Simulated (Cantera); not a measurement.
Mixture: C3H8 : O2 : N2 = 1 : 5 : 18.8 (molar parts), equivalence ratio 1.0, at 36.0 bar, adiabatic and at constant pressure. Ignition delay is the time to a rise of 400 K.

Model: GRI-Mech 3.0 (53 species, 325 reactions), integrated in Cantera. GRI-Mech 3.0 was tuned for natural gas; its chemistry of propane as a main component is partial and can be far from experiment. The pressure lies above the range GRI-Mech 3.0 was tuned for (to about 10 atm).

Problem. At T0 = 1500 K, what is the delay, and which 5 reactions control it most (d ln τ / d ln k, from doubling and halving each rate constant)?

Solution. The delay is 9.66 µs.
```tsv
reaction	d ln τ / d ln k	faster rate
C2H5 + CH3 (+M) <=> C3H8 (+M)	-0.46	shortens it
CH3 + HO2 <=> CH3O + OH	-0.38	shortens it
2 CH3 (+M) <=> C2H6 (+M)	0.26	lengthens it
H + O2 <=> O + OH	-0.22	shortens it
C3H8 + H <=> C3H7 + H2	0.20	lengthens it
```
